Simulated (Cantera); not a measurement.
A perfectly stirred reactor is fed with CH₄ : CO₂ : H₂ = 1 : 3.5 : 0.47 (molar parts), at 4050 Torr; it is held at 1550 K, and followed from long to short residence time.

Model: GRI-Mech 3.0 (53 species, 325 reactions), integrated in Cantera.

### Question
What does this change do: temperature 1550 to 1500 K?

### Answer
```csv
quantity,before,after
x(CH₄) at τ = 2.50 s,0.0286,0.0434
x(CO₂) at τ = 2.50 s,0.270,0.329
x(H₂) at τ = 2.50 s,0.107,0.0851
x(HCO) at τ = 2.50 s,1.12e-8,5.34e-9
x(CH₃) at τ = 2.50 s,2.27e-5,2.02e-5
x(CH₄) at τ = 21.0 ms,0.166,0.188
x(CO₂) at τ = 21.0 ms,0.638,0.676
x(H₂) at τ = 21.0 ms,0.0853,0.0873
x(HCO) at τ = 21.0 ms,1.25e-9,3.68e-10
x(CH₃) at τ = 21.0 ms,9.68e-5,5.68e-5
```
